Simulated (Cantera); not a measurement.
Charge: 1 mol TEOS, 23 mol NO, 93 mol H₂, at 12.8 Torr.

Cantera equilibrium calculation (NASA polynomials, part measured and part estimated; ideal gas, pure solids and liquids). Candidate condensed phases: C, C₆H₆, C₇H₈, C₈H₁₈, H₂O, Si, SiC, SiO₂, Si₂N₂O, Si₃N₄; 151 gas species. The feed counts by its element totals alone. Rates play no part. All values below are at 648 K.

Base state: H₂ 0.620, H₂O 0.202, N₂ 0.105, CH₄ 0.0588, CO₂ 0.0119, CO 0.00229, NH₃ 5.19e-5 (mole fractions); condensed: SiO₂(α-quartz).

Q: What changes in the equilibrium state with this change: pressure from 12.8 Torr to 75.0 Torr?

A: 
```
species               before     after
-------------------  -------  --------
H₂                     0.620     0.584
H₂O                    0.202     0.233
N₂                     0.105     0.108
CH₄                   0.0588    0.0742
CO₂                   0.0119  0.000731
CO                   0.00229  0.000115
NH₃                  5.19e-5  0.000283
SiO₂(α-quartz), mol     1.00      1.00
```
